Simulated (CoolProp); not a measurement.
Octamethyltrisiloxane (MDM) along the isobar 2.59 MPa: fugacity coefficient from the reference equation and from simpler models built on Tc = 292.2 °C, pc = 1.438 MPa, ω = 0.528; each cubic takes its own stable root.

Computed with CoolProp (reference Helmholtz-energy equation of state, Thol 2017).

```json
[
 {"T (°C)": "119.35", "phase": "liquid", "reference": "0.01867", "van der Waals": "0.1368", "Redlich-Kwong": "0.05599", "Soave-Redlich-Kwong": "___"},
 {"T (°C)": "123.95", "phase": "liquid", "reference": "___", "van der Waals": "___", "Redlich-Kwong": "0.06128", "Soave-Redlich-Kwong": "0.02188"},
 {"T (°C)": "128.55", "phase": "liquid", "reference": "0.02458", "van der Waals": "0.1507", "Redlich-Kwong": "0.06689", "Soave-Redlich-Kwong": "0.02506"},
 {"T (°C)": "133.15", "phase": "liquid", "reference": "0.02803", "van der Waals": "0.1579", "Redlich-Kwong": "0.07280", "Soave-Redlich-Kwong": "0.02857"},
 {"T (°C)": "137.65", "phase": "liquid", "reference": "0.03173", "van der Waals": "0.1651", "Redlich-Kwong": "0.07889", "Soave-Redlich-Kwong": "0.03235"},
 {"T (°C)": "142.25", "phase": "liquid", "reference": "0.03588", "van der Waals": "0.1726", "Redlich-Kwong": "0.08543", "Soave-Redlich-Kwong": "0.03660"},
 {"T (°C)": "146.85", "phase": "liquid", "reference": "0.04041", "van der Waals": "0.1803", "Redlich-Kwong": "0.09229", "Soave-Redlich-Kwong": "0.04124"},
 {"T (°C)": "151.45", "phase": "liquid", "reference": "0.04535", "van der Waals": "0.1881", "Redlich-Kwong": "0.09946", "Soave-Redlich-Kwong": "0.04631"},
 {"T (°C)": "155.95", "phase": "liquid", "reference": "0.05058", "van der Waals": "0.1959", "Redlich-Kwong": "0.1068", "Soave-Redlich-Kwong": "0.05168"},
 {"T (°C)": "160.55", "phase": "liquid", "reference": "0.05636", "van der Waals": "0.2040", "Redlich-Kwong": "0.1146", "Soave-Redlich-Kwong": "0.05763"},
 {"T (°C)": "165.15", "phase": "liquid", "reference": "0.06259", "van der Waals": "0.2122", "Redlich-Kwong": "0.1227", "Soave-Redlich-Kwong": "0.06406"},
 {"T (°C)": "169.75", "phase": "liquid", "reference": "0.06928", "van der Waals": "0.2205", "Redlich-Kwong": "0.1311", "Soave-Redlich-Kwong": "0.07097"},
 {"T (°C)": "174.35", "phase": "liquid", "reference": "0.07645", "van der Waals": "0.2289", "Redlich-Kwong": "0.1398", "Soave-Redlich-Kwong": "0.07838"}
]
```

Some entries are withheld; supply them.


- 119.35, Soave-Redlich-Kwong: 0.01903
- 123.95, reference: 0.02147
- 123.95, van der Waals: 0.1437
